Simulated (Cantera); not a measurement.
Charge: 1 mol SiH2Cl2, 3.7 mol NH3, 15 mol N2, equilibrated at 1425 °C and 0.00230 bar.

These are equilibrium values from Cantera (NASA tables, ideal gas, pure condensed phases), not measurements of a reactor. Candidate condensed phases: NH4Cl, Si, Si3N4; 28 gas species. The tables' values for SiCl, SiCl3 are old estimates; treat these amounts as uncertain. Rates play no part.

Base state: N2 0.686, H2 0.251, HCl 0.0394, SiCl2 0.0215, H 0.00151, Si 0.000277, Cl 0.000184, SiCl 0.000171 (mole fractions); condensed: Si3N4(s).

**Question.** What changes in the equilibrium state with this change: pressure from 0.00230 bar to 0.00120 bar?

**Answer.** 
```tsv
species	before	after
N2	0.686	0.689
H2	0.251	0.248
HCl	0.0394	0.0384
SiCl2	0.0215	0.0214
Si	0.000277	0.000547
Si2N	1.17e-5	1.74e-5
SiH	1.04e-5	1.47e-5
SiCl3	6.59e-5	4.65e-5
Si3N4(s), mol	0.156	0
Si(l), mol	0	0.455
```

**Question.** What changes in the equilibrium state with this change: pressure from 0.00230 bar to 0.00580 bar?

**Answer.** 
```json
[
 {"species": "N2", "before": "0.686", "after": "0.685"},
 {"species": "H2", "before": "0.251", "after": "0.248"},
 {"species": "HCl", "before": "0.0394", "after": "0.0479"},
 {"species": "SiCl2", "before": "0.0215", "after": "0.0174"},
 {"species": "Si2N", "before": "1.17e-5", "after": "2.16e-6"},
 {"species": "Si", "before": "0.000277", "after": "5.92e-5"},
 {"species": "SiH", "before": "1.04e-5", "after": "3.50e-6"},
 {"species": "SiCl", "before": "0.000171", "after": "7.13e-5"},
 {"species": "H", "before": "0.00151", "after": "0.000946"},
 {"species": "Si3N4(s), mol", "before": "0.156", "after": "0.192"}
]
```
The tables' values for SiCl3, SiCl are old estimates; treat these amounts as uncertain.

**Question.** What changes in the equilibrium state with this change: NH3 from 3.7 to 12 mol?

**Answer.** 
```
species          before     after
-------------  --------  --------
N2                0.686     0.511
H2                0.251     0.446
HCl              0.0394    0.0320
SiCl2            0.0215   0.00824
SiCl3           6.59e-5   1.54e-5
Cl             0.000184  0.000112
SiCl           0.000171  0.000108
SiH             1.04e-5   1.42e-5
H               0.00151   0.00201
Si3N4(s), mol     0.156         0
Si(l), mol            0     0.643
```
